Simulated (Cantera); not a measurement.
A freely propagating, adiabatic, planar premixed flame of 44.4 % H2, 11.7 % O2, 43.9 % N2, equivalence ratio 1.9, unburnt at 723 K and 140000 Pa; mixture-averaged transport, grid criteria slope 0.08 and curve 0.16, no radiation.

Computed with Cantera and the H2/O2 subset of GRI-Mech 3.0, which has no nitrogen chemistry. Burning velocities carry a grid error of a few per cent, more on coarse grids.

**Question.** Predict: laminar burning velocity; thermal thickness; peak x(O); peak x(HO2); peak x(H2O2).

**Answer.** 
```json
{
 "laminar_burning_velocity": "1300 cm/s",
 "thermal_thickness": "0.318 mm",
 "peak x(O)": "0.00530",
 "peak x(HO2)": "0.000242",
 "peak x(H2O2)": "4.94e-6"
}
```
